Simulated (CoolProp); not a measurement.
C2F6 (R116) along the isobar 2890 kPa: density (kg/m³) from the reference equation and from simpler models built on Tc = 19.9 °C, pc = 3048 kPa, ω = 0.257; each cubic takes its own stable root.

Model: reference Helmholtz-energy equation of state, Lemmon 2006, in CoolProp. It is a short technical equation, of lower accuracy than the large ones.

```tsv
T (°C)	phase	reference	Redlich-Kwong	Soave-Redlich-Kwong	Peng-Robinson
-27.75	liquid	1372	1231	1285	1454
-15.95	liquid	1298	1146	1197	1353
-4.05	liquid	1208	1042	1087	1227
7.75	liquid	1088	902.7	938.9	1054
19.55	gas	343.4	330.9	331.7	352.1
31.45	gas	251.0	254.2	248.4	259.9
43.25	gas	216.2	221.2	214.7	223.4
55.05	gas	194.3	199.6	193.2	200.2
66.95	gas	178.3	183.5	177.3	183.2
78.75	gas	165.9	170.9	164.9	170.1
90.55	gas	155.8	160.5	154.8	159.3
102.45	gas	147.2	151.7	146.3	150.3
114.25	gas	139.9	144.2	139.0	142.5
126.05	gas	133.5	137.5	132.6	135.8
```
